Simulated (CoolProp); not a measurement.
A Linde-Hampson liquefier for nitrogen: isothermal reversible compression at 230 K from 1 atm to 5 MPa, throttling to 1 atm, return gas leaving the recuperator 2 K below the feed. Each further row changes one setting.

The numbers come from the reference Helmholtz-energy equation of state, Span 2000 in CoolProp.

| case | liquid yield per pass | compression work (kJ/kg of gas) |
|---|---|---|
| as stated | 0.045 | 262 |
| high pressure 10 MPa | 0.093 | 307 |
| warm-end temperature 260 K | 0.031 | 299 |
| warm-end gap 7 K | 0.031 | 262 |
